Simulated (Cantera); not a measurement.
# Equilibrium for boron, boron nitride and boron oxide: B2O3 + NH3 + N2 + H2O

Input: 1 mol B2O3, 10 mol NH3, 0.27 mol N2, 0.087 mol H2O, equilibrated at 278 Torr.

Equilibrium computed with Cantera from the NASA thermochemical tables; the gas is ideal and each condensed phase is pure. Candidate condensed phases: B, BN, B2O3, B3O3H3, H2O; 39 gas species. Mutual solubility and eutectic melting of coexisting phases are not modelled. Gases not in the tables: H3BO3. Rates play no part.

From 1223 K to 1623 K the condensed part is B2O3(l). At 1723 K the condensed part is BN(s) + B2O3(l). At 1823 K the condensed part is B2O3(l). From 1923 K to 2023 K nothing is condensed.

```json
[
 {"T (K)": "1223", "log p H2": "-0.56", "log p N2": "-1.02", "log p HBO2": "-4.34", "log p HBO": "-6.28", "log p B2O3": "-7.72", "log p H2O": "-2.81", "log p H": "-6.80", "n B2O3(l)": "0.999", "n BN(s)": "0"},
 {"T (K)": "1323", "log p H2": "-0.56", "log p N2": "-1.02", "log p HBO2": "-3.81", "log p HBO": "-5.35", "log p B2O3": "-6.46", "log p H2O": "-2.82", "log p H": "-6.08", "n B2O3(l)": "0.996", "n BN(s)": "0"},
 {"T (K)": "1423", "log p H2": "-0.56", "log p N2": "-1.02", "log p HBO2": "-3.36", "log p HBO": "-4.54", "log p B2O3": "-5.39", "log p H2O": "-2.86", "log p H": "-5.46", "n B2O3(l)": "0.987", "n BN(s)": "0"},
 {"T (K)": "1523", "log p H2": "-0.57", "log p N2": "-1.02", "log p HBO2": "-3.00", "log p HBO": "-3.83", "log p B2O3": "-4.46", "log p H2O": "-2.94", "log p H": "-4.92", "n B2O3(l)": "0.966", "n BN(s)": "0"},
 {"T (K)": "1623", "log p H2": "-0.57", "log p N2": "-1.02", "log p HBO2": "-2.70", "log p HBO": "-3.19", "log p B2O3": "-3.66", "log p H2O": "-3.04", "log p H": "-4.44", "n B2O3(l)": "0.914", "n BN(s)": "0"},
 {"T (K)": "1723", "log p H2": "-0.57", "log p N2": "-1.02", "log p HBO2": "-2.41", "log p HBO": "-2.66", "log p B2O3": "-2.95", "log p H2O": "-3.06", "log p H": "-4.03", "n B2O3(l)": "0.761", "n BN(s)": "0.00248"},
 {"T (K)": "1823", "log p H2": "-0.59", "log p N2": "-1.03", "log p HBO2": "-2.11", "log p HBO": "-2.24", "log p B2O3": "-2.33", "log p H2O": "-3.00", "log p H": "-3.66", "n B2O3(l)": "0.320", "n BN(s)": "0"},
 {"T (K)": "1923", "log p H2": "-0.60", "log p N2": "-1.04", "log p HBO2": "-1.99", "log p HBO": "-2.09", "log p B2O3": "-2.14", "log p H2O": "-2.87", "log p H": "-3.33", "n B2O3(l)": "0", "n BN(s)": "0"},
 {"T (K)": "2023", "log p H2": "-0.60", "log p N2": "-1.04", "log p HBO2": "-1.98", "log p HBO": "-2.06", "log p B2O3": "-2.18", "log p H2O": "-2.75", "log p H": "-3.02", "n B2O3(l)": "0", "n BN(s)": "0"}
]
```
log p: log10 of the partial pressure in bar; n: condensed amount in mol.
